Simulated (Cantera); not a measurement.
## Low-pressure radical oxidation in H2/O2

An isothermal, constant-pressure homogeneous reactor starts with 1.88 % H2, 78.5 % O2, 19.6 % N2, equivalence ratio 0.012, at 1123 K and 20.0 Torr.

Model: the H2/O2 subset of GRI-Mech 3.0, which has no nitrogen chemistry, integrated in Cantera. Radical loss at walls, strong at low pressure, is not modelled.

| t (s) | x H2 | x O2 | x H2O2 | x HO2 | x OH | x H | x O |
|---|---|---|---|---|---|---|---|
| 0.000200 | 0.0188 | 0.785 | <1e-12 | 1.16e-9 | 9.77e-10 | 5.76e-10 | 1.33e-9 |
| 0.000632 | 0.0188 | 0.785 | 1.75e-12 | 3.86e-9 | 1.22e-8 | 5.53e-9 | 1.95e-8 |
| 0.00200 | 0.0188 | 0.785 | 8.54e-11 | 2.07e-7 | 9.35e-6 | 4.14e-6 | 1.52e-5 |
| 0.00632 | 0.000259 | 0.772 | 9.17e-8 | 4.18e-6 | 0.00116 | 0.00173 | 0.0114 |
| 0.0200 | 8.94e-5 | 0.777 | 6.97e-8 | 3.04e-6 | 0.000727 | 0.000557 | 0.00593 |
| 0.0632 | 2.28e-5 | 0.781 | 5.99e-8 | 1.64e-6 | 0.000367 | 7.17e-5 | 0.00152 |
| 0.200 | 3.28e-6 | 0.783 | 3.58e-8 | 5.45e-7 | 0.000142 | 4.10e-6 | 0.000226 |
| 0.632 | 4.16e-7 | 0.783 | 1.33e-8 | 1.24e-7 | 5.18e-5 | 1.98e-7 | 2.97e-5 |
| 2.00 | 6.31e-8 | 0.783 | 3.67e-9 | 2.56e-8 | 2.06e-5 | 1.24e-8 | 4.68e-6 |
| 6.32 | 1.24e-8 | 0.783 | 9.62e-10 | 6.12e-9 | 9.24e-6 | 1.12e-9 | 9.42e-7 |
| 20.0 | 2.96e-9 | 0.783 | 2.66e-10 | 2.26e-9 | 4.57e-6 | 1.35e-10 | 2.30e-7 |
| 63.2 | 8.41e-10 | 0.783 | 8.16e-11 | 1.89e-9 | 2.44e-6 | 2.07e-11 | 6.60e-8 |
| 200 | 3.55e-10 | 0.783 | 3.63e-11 | 2.40e-9 | 1.59e-6 | 5.76e-12 | 2.80e-8 |
x: mole fraction; the columns are a selection and need not sum to one.

Equilibrium at this temperature and pressure: H2 3.05e-10, O2 0.783, H2O2 3.15e-11, HO2 2.54e-9, OH 1.47e-6, H 4.58e-12, O 2.40e-8 (gas phase only).
